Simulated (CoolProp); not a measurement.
Vapour-liquid equilibrium of R125 (1) + R236EA (2) at 0.95 °C; x and y are mole fractions of (1).

Computed with CoolProp (multi-fluid Helmholtz-energy mixture model, Lemmon 2005 and Rui 2013; pair parameters Bell 2016).

```csv
x,"bubble pressure, mixture model (MPa)","bubble pressure, Raoult's law (MPa)","y, mixture model","y, Raoult's law"
0.05,0.1124,0.1120,0.300,0.308
0.2,0.2026,0.2034,0.658,0.679
0.35,0.2907,0.2948,0.796,0.820
0.5,[?],0.3862,[?],0.894
0.65,[?],0.4776,[?],0.940
0.8,[?],0.5690,[?],0.971
0.95,[?],0.6604,[?],0.994
```

What belongs in the gaps?


- 0.5, bubble pressure, mixture model (MPa): 0.3784
- 0.5, y, mixture model: 0.872
- 0.65, bubble pressure, mixture model (MPa): 0.4674
- 0.65, y, mixture model: 0.923
- 0.8, bubble pressure, mixture model (MPa): 0.5593
- 0.8, y, mixture model: 0.960
- 0.95, bubble pressure, mixture model (MPa): 0.6566
- 0.95, y, mixture model: 0.991

The largest gap from Raoult's law is -2.1 % in bubble pressure, at x = 0.65. No azeotrope shows between x = 0.05 and 0.95.

The pair parameters rest on a limited set of measurements; away from them the model extrapolates.
